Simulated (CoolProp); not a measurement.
Vapour-liquid equilibrium of R125 (1) + R236FA (2) at 42.4 kPa; x and y are mole fractions of (1).

Model: multi-fluid Helmholtz-energy mixture model, Lemmon 2005 and Pan 2012; pair parameters Bell 2016, in CoolProp.

```
x     bubble temperature (K)  y at the bubble point  dew temperature at overall composition x (K)  liquid density (mol/L)
----  ----------------------  ---------------------  --------------------------------------------  ----------------------
0.05                   246.4                  0.299                                         251.6                   10.10
0.2                    233.6                  0.710                                         248.6                   10.64
0.35                   225.6                  0.856                                         245.2                   11.12
0.5                    220.0                  0.923                                         241.1                   11.57
0.65                   215.8                  0.960                                         236.1                   12.02
0.8                    212.4                  0.982                                         229.1                   12.47
0.95                   209.7                  0.996                                         217.0                   12.93
```

No azeotrope shows between x = 0.05 and 0.95.

Pair parameters are fitted to limited data, so mixtures are less certain than the pure fluids.
